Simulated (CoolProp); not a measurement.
Properties of normal hydrogen along the isobar 53.5 bar.

Values from CoolProp's reference Helmholtz-energy equation of state, Leachman 2009.

```
T (K)          phase  speed of sound (m/s)  conductivity (mW/(m K))  Prandtl number  fugacity coefficient
-----  -------------  --------------------  -----------------------  --------------  --------------------
21.2          liquid                  1318                      112            1.34               0.04904
40.9   supercritical                 854.3                     99.0            1.19                0.4752
60.6   supercritical                 722.9                     71.4           0.924                0.8191
80.3   supercritical                 800.0                     73.3           0.757                0.9464
100    supercritical                   [?]                     81.5           0.712                0.9978
119.7  supercritical                 931.8                     92.0           0.697                 1.021
139.4  supercritical                 987.6                      104           0.689                   [?]
159.1  supercritical                  1040                      116           0.685                 1.036
178.8  supercritical                  1090                      128           0.682                 1.037
198.5  supercritical                   [?]                      139           0.679                 1.038
218.2  supercritical                  1185                      151           0.678                 1.037
237.9  supercritical                  1230                      161           0.677                 1.036
```

### Question
Fill in the missing entries.

### Answer

- 100, speed of sound (m/s): 870.5
- 139.4, fugacity coefficient: 1.031
- 198.5, speed of sound (m/s): 1138

Viscosity comes from a separate model (Muzny 2013). Thermal conductivity comes from a separate model (Assael 2011).
